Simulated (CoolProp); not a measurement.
The numbers come from the reference Helmholtz-energy equation of state, Thol 2019 in CoolProp.

Q: Give the vapour pressure (MPa), enthalpy of vaporisation (kJ/kg), vapour Z, vapour viscosity (µPa s) of saturated n-pentane at 62.25, 73.25 °C.

A: 
```csv
T (°C),p (MPa),enthalpy of vaporisation (kJ/kg),vapour Z,vapour viscosity (µPa s)
62.25,0.229,335,0.922,7.39
73.25,0.309,325,0.904,7.57
```

Viscosity comes from a separate model (Quiñones-Cisneros 2006), older than the equation that it now runs on, and unchecked against measurements.
